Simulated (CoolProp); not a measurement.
Vapour pressure (bar) of R143a: the reference equation beside estimates from Tc = 72.7 °C, pc = 37.62 bar, ω = 0.261. Clausius-Clapeyron is anchored at -90.25 °C with a constant enthalpy of vaporisation of 21.35 kJ/mol.

Values from CoolProp's reference Helmholtz-energy equation of state, Lemmon and Jacobsen 2000.

```json
[
 {"T (°C)": "-99.35", "reference": "0.03527", "Lee-Kesler": "…", "Clausius-Clapeyron": "0.03576", "Peng-Robinson": "0.03562"},
 {"T (°C)": "-90.25", "reference": "0.07460", "Lee-Kesler": "0.06919", "Clausius-Clapeyron": "0.07460", "Peng-Robinson": "0.07487"},
 {"T (°C)": "-81.15", "reference": "0.1453", "Lee-Kesler": "0.1369", "Clausius-Clapeyron": "…", "Peng-Robinson": "0.1452"},
 {"T (°C)": "-72.05", "reference": "0.2638", "Lee-Kesler": "0.2523", "Clausius-Clapeyron": "0.2658", "Peng-Robinson": "0.2630"},
 {"T (°C)": "-62.95", "reference": "…", "Lee-Kesler": "0.4372", "Clausius-Clapeyron": "0.4621", "Peng-Robinson": "0.4491"},
 {"T (°C)": "-53.85", "reference": "0.7327", "Lee-Kesler": "0.7183", "Clausius-Clapeyron": "0.7672", "Peng-Robinson": "0.7291"},
 {"T (°C)": "-44.75", "reference": "1.139", "Lee-Kesler": "1.127", "Clausius-Clapeyron": "1.223", "Peng-Robinson": "1.133"},
 {"T (°C)": "-35.65", "reference": "1.703", "Lee-Kesler": "1.698", "Clausius-Clapeyron": "1.882", "Peng-Robinson": "1.696"},
 {"T (°C)": "-26.55", "reference": "2.462", "Lee-Kesler": "2.469", "Clausius-Clapeyron": "2.805", "Peng-Robinson": "2.455"},
 {"T (°C)": "-17.45", "reference": "3.459", "Lee-Kesler": "3.482", "Clausius-Clapeyron": "4.064", "Peng-Robinson": "3.453"}
]
```

**Question.** Some entries are withheld; supply them.

**Answer.** 
- -99.35, Lee-Kesler: 0.03217
- -81.15, Clausius-Clapeyron: 0.1451
- -62.95, reference: 0.4511

Absolute difference from the reference over all 10 rows, mean and median: Lee-Kesler 3.4 and 2.5 %, Clausius-Clapeyron 5.9 and 3.6 %, Peng-Robinson 0.4 and 0.4 %.
